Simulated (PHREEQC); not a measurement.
**Nickel, zinc or cadmium bath**

Dissolve 0.081 mol ZnSO4 and 0.00087 mol NaOH per kg of water at 79 °C. Closed to the air; pH follows from the charge balance.

Equilibrium calculation in PHREEQC: ion-association model, wateq4f.dat.

Each row changes one thing in this solution. Precipitation was switched off in this run.

```json
[
 {"case": "as made", "pH": "6.18", "ionic strength (mol/kgw)": "0.154", "Na+ (mol/kgw)": "0.000820"},
 {"case": "ZnSO4 left out", "pH": "9.55", "ionic strength (mol/kgw)": "0.000870", "Na+ (mol/kgw)": "0.000870"},
 {"case": "ZnSO4 replaced by Na2SO4 at the same molality", "pH": "9.40", "ionic strength (mol/kgw)": "0.212", "Na+ (mol/kgw)": "0.147"},
 {"case": "NaOH from 0.00087 to 0.000783 mol/kgw", "pH": "6.13", "ionic strength (mol/kgw)": "0.154", "Na+ (mol/kgw)": "0.000738"},
 {"case": "NaOH from 0.00087 to 0.000957 mol/kgw", "pH": "6.22", "ionic strength (mol/kgw)": "0.154", "Na+ (mol/kgw)": "0.000902"},
 {"case": "diluted 100-fold with water", "pH": "5.73", "ionic strength (mol/kgw)": "0.00283", "Na+ (mol/kgw)": "8.67e-6"}
]
```

Some of these states are supersaturated (in Zincite(c) (slow to form), for instance). Constants without temperature data keep their 25 °C values here.
